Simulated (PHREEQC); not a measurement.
Model water analysis in mg/L, 2.2 °C, pH 6.84, pe 11.7:

| constituent | mg/L |
|---|---|
| Na | 2180 |
| K | 19 |
| Ca | 873 |
| Mg | 314 |
| Cl | 4590 |
| S(6) as SO4 | 1610 |
| Alkalinity as HCO3 | 0.018 |
| Li | 0.329 |

Valence states are taken as typed.

Computed with PHREEQC (ion-association model, phreeqc.dat).

### Question
The ionic strength comes out as 0.196 mol/kgw. What activity coefficients do NaSO4-, K+, Mg+2, SO4-2, Na+ get?

### Answer
NaSO4- 0.75, K+ 0.72, Mg+2 0.36, SO4-2 0.31, Na+ 0.76.

This is a speciation only: nothing precipitates in the calculation. At this temperature some constants are extrapolated from 25 °C, and those without enthalpy data are left unchanged.
